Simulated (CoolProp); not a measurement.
Computed with CoolProp (reference Helmholtz-energy equation of state, Lemmon 2006). It is a short technical equation, of lower accuracy than the large ones.

Q: For carbon monoxide, give the phase and the density (kg/m³), cp (kJ/(kg K)), expansivity (1/kK), fugacity coefficient at 108.7 K and 5.38 MPa; 108.7 K and 8.07 MPa; 108.7 K and 14.8 MPa.

A: 
- 108.7 K and 5.38 MPa: liquid; density 683, cp 2.26, expansivity 7.74, fugacity coefficient 0.187
- 108.7 K and 8.07 MPa: liquid; density 695, cp 2.18, expansivity 6.91, fugacity coefficient 0.140
- 108.7 K and 14.8 MPa: liquid; density 721, cp 2.05, expansivity 5.62, fugacity coefficient 0.103
